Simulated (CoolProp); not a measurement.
Vapour pressure (kPa) of acetone: the reference equation beside estimates from Tc = 235.0 °C, pc = 4692 kPa, ω = 0.307. Clausius-Clapeyron is anchored at 83.15 °C with a constant enthalpy of vaporisation of 27.30 kJ/mol.

Values from CoolProp's reference Helmholtz-energy equation of state, Lemmon 2006. It is a short technical equation, of lower accuracy than the large ones.

```json
[
 {"T (°C)": "79.75", "reference": "213.9", "Clausius-Clapeyron": "215.9", "van der Waals": "903.7", "Soave-Redlich-Kwong": "213.1"},
 {"T (°C)": "83.15", "reference": "235.9", "Clausius-Clapeyron": "235.9", "van der Waals": "949.2", "Soave-Redlich-Kwong": "235.5"},
 {"T (°C)": "86.45", "reference": "259.0", "Clausius-Clapeyron": "256.8", "van der Waals": "994.6", "Soave-Redlich-Kwong": "258.9"},
 {"T (°C)": "89.85", "reference": "284.5", "Clausius-Clapeyron": "279.7", "van der Waals": "1043", "Soave-Redlich-Kwong": "284.9"},
 {"T (°C)": "93.15", "reference": "311.1", "Clausius-Clapeyron": "303.4", "van der Waals": "1091", "Soave-Redlich-Kwong": "312.0"},
 {"T (°C)": "96.45", "reference": "339.5", "Clausius-Clapeyron": "328.7", "van der Waals": "1141", "Soave-Redlich-Kwong": "341.0"},
 {"T (°C)": "99.85", "reference": "370.9", "Clausius-Clapeyron": "356.5", "van der Waals": "1194", "Soave-Redlich-Kwong": "373.1"},
 {"T (°C)": "103.15", "reference": "403.4", "Clausius-Clapeyron": "385.1", "van der Waals": "1247", "Soave-Redlich-Kwong": "406.3"},
 {"T (°C)": "106.55", "reference": "439.1", "Clausius-Clapeyron": "416.4", "van der Waals": "1302", "Soave-Redlich-Kwong": "442.9"},
 {"T (°C)": "109.85", "reference": "476.1", "Clausius-Clapeyron": "448.6", "van der Waals": "1358", "Soave-Redlich-Kwong": "480.8"}
]
```

Absolute difference from the reference over all 10 rows, mean and median: Clausius-Clapeyron 2.8 and 2.8 %, van der Waals 247.5 and 243.4 %, Soave-Redlich-Kwong 0.5 and 0.4 %.
